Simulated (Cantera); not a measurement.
Thermodynamics of carbon deposition, reforming and gasification, feed CH₄ + O₂ + N₂ + NH₃

Charge: 1 mol CH₄, 1.2 mol O₂, 14 mol N₂, 0.066 mol NH₃, at 133 Pa.

Method: chemical equilibrium by Gibbs-energy minimisation in Cantera with the NASA 1993 tables (ideal gas, pure condensed phases). Candidate condensed phases: C, C₆H₆, C₇H₈, C₈H₁₈, H₂O; 136 gas species. Equilibrium is a limit: real reactors are often held back by kinetics, nucleation or transport.

| T (K) | x N₂ | x H | x H₂O | x H₂ | x CO | x O | x CO₂ | x OH |
|---|---|---|---|---|---|---|---|---|
| 1725 | 0.819 | 0.00119 | 0.0667 | 0.0551 | 0.0434 | 1.37e-6 | 0.0149 | 7.96e-5 |
| 1825 | 0.818 | 0.00279 | 0.0672 | 0.0536 | 0.0442 | 9.79e-6 | 0.0141 | 0.000245 |
| 1925 | 0.816 | 0.00595 | 0.0671 | 0.0517 | 0.0447 | 5.74e-5 | 0.0135 | 0.000668 |
| 2025 | 0.813 | 0.0117 | 0.0658 | 0.0492 | 0.0451 | 0.000282 | 0.0129 | 0.00163 |
| 2125 | 0.807 | 0.0214 | 0.0619 | 0.0464 | 0.0455 | 0.00116 | 0.0121 | 0.00354 |
| 2225 | 0.795 | 0.0372 | 0.0533 | 0.0439 | 0.0462 | 0.00384 | 0.0105 | 0.00654 |
| 2325 | 0.777 | 0.0612 | 0.0397 | 0.0412 | 0.0474 | 0.00990 | 0.00803 | 0.00982 |
| 2425 | 0.752 | 0.0933 | 0.0240 | 0.0363 | 0.0484 | 0.0201 | 0.00534 | 0.0117 |
| 2525 | 0.727 | 0.129 | 0.0112 | 0.0280 | 0.0488 | 0.0329 | 0.00312 | 0.0110 |
| 2625 | 0.707 | 0.159 | 0.00406 | 0.0186 | 0.0489 | 0.0451 | 0.00163 | 0.00821 |
x: gas mole fraction; nothing condenses.

From 1725 K to 2625 K nothing is condensed. The main C-bearing gas is CO throughout.
